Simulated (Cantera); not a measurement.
Cantera run:

```python
import numpy as np
import cantera as ct

gas_names = [...]  # 109 gases of nasa_gas.yaml made of C, Cl, H, Si
cond_names = """
    C(gr) C6H6(L) C7H8(L) C8H18(L),n-octa Si(cr) Si(L) SiC(b)
""".split()


# ... load() reads the species with a 1 bar reference pressure and builds the phases ...
atoms = {
    '(CH3)2SiCl2': {'C': 2, 'H': 6, 'Si': 1, 'CL': 2},
    'CH4': {'C': 1, 'H': 4},
    'H2': {'H': 2},
}
top_T = {'C(gr)': 4500, 'SiC(b)': 3050}  # K; cautious upper limits of use, not melting points


# ... equilibrate(T, P, feed) seeds the gas with the atoms and calls Mixture.equilibrate('TP', solver="vcs", rtol=1e-11, max_steps=5000) ...
results = []
feed = {'(CH3)2SiCl2': 1, 'CH4': 0.24, 'H2': 130}  # mol
T = 1223  # K
P = 180  # Pa
mix = equilibrate(T, P, feed)
results.append((T, P, feed, dict(zip(mix.species_names, mix.species_moles))))
x = sorted(zip(gas.X, gas.species_names), reverse=True)
print(f"T = {T:g} K  P = {P:g} Pa  gas = {mix.phase_moles(0):.4g} mol")
print("   x: " + "  ".join(f"{s} {v:.3e}" for v, s in x if v > 0.001))
print("   condensed (mol): " + ("  ".join(f"{mix.phase(i).name} {mix.phase_moles(i):.4g}"
      for i in range(1, mix.n_phases) if mix.phase_moles(i) > 1e-12) or "none"))
```

Output:

```
T = 1223 K  P = 180 Pa  gas = 134.5 mol
   x: H2 9.851e-01  HCL 1.487e-02
   condensed (mol): C(gr) 1.237  SiC(b) 0.9999
```

Equilibrium computed with Cantera from the NASA thermochemical tables; the gas is ideal and each condensed phase is pure. The feed counts by its element totals alone.
